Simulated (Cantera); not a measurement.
A Cantera script and its output.

```python
import numpy as np
import cantera as ct

gas = ct.Solution("h2o2.yaml")
gas.TPX = 900, 2666, {'H2': 0.33, 'O2': 1}
inlet = ct.Reservoir(gas, clone=True)

reactor = ct.IdealGasConstPressureReactor(gas, energy="off", clone=False)
exhaust = ct.Reservoir(gas, clone=True)
tau = [5.2, 1.7, 0.58, 0.19, 0.064, 0.021, 0.007, 0.0023, 0.00077, 0.00026][0]
for a, b in ((inlet, reactor), (reactor, exhaust)):
    ct.MassFlowController(a, b, mdot=lambda t: reactor.mass / tau)
net = ct.ReactorNet([reactor])
show = ['H2', 'O2', 'H2O', 'HO2', 'H2O2']

rows = []
print(f"{'tau/s':>10s}{'T/K':>9s}" + "".join(f"{s:>11s}" for s in show))
for tau in [5.2, 1.7, 0.58, 0.19, 0.064, 0.021, 0.007, 0.0023, 0.00077, 0.00026]:
    net.initial_time = 0.0
    net.advance(30 * tau)
    before = gas.X
    net.advance(40 * tau)
    drift = np.max(np.abs(gas.X - before) / (gas.X + 1e-9))
    rows.append([gas.T, *gas[show].X, drift])
    print(f"{tau:10.3e}{gas.T:9.1f}" + "".join(f"{x:11.3e}" for x in gas[show].X))
```

Result:

```
     tau/s      T/K         H2         O2        H2O        HO2       H2O2
 5.200e+00    900.0  1.540e-03  7.168e-01  2.814e-01  1.426e-05  9.141e-07
 1.700e+00    900.0  2.895e-03  7.169e-01  2.798e-01  2.078e-05  1.123e-06
 5.800e-01    900.0  5.161e-03  7.170e-01  2.771e-01  2.798e-05  1.256e-06
 1.900e-01    900.0  9.201e-03  7.171e-01  2.721e-01  3.550e-05  1.336e-06
 6.400e-02    900.0  1.591e-02  7.171e-01  2.637e-01  4.167e-05  1.390e-06
 2.100e-02    900.0  2.748e-02  7.170e-01  2.485e-01  4.550e-05  1.424e-06
 7.000e-03    900.0  4.648e-02  7.161e-01  2.220e-01  4.566e-05  1.371e-06
 2.300e-03    900.0  7.810e-02  7.138e-01  1.755e-01  4.095e-05  1.136e-06
 7.700e-04    900.0  1.299e-01  7.151e-01  1.059e-01  3.128e-05  7.401e-07
 2.600e-04    900.0  2.140e-01  7.379e-01  2.606e-02  1.922e-05  2.309e-07
```

Model: the H2/O2 subset of GRI-Mech 3.0, which has no nitrogen chemistry, integrated in Cantera. Radical loss at walls, strong at low pressure, is not modelled. Below about 950 K walls govern HO2 and H2O2 in real vessels. The temperature is held fixed by assumption; the heat of reaction is taken as removed at once.
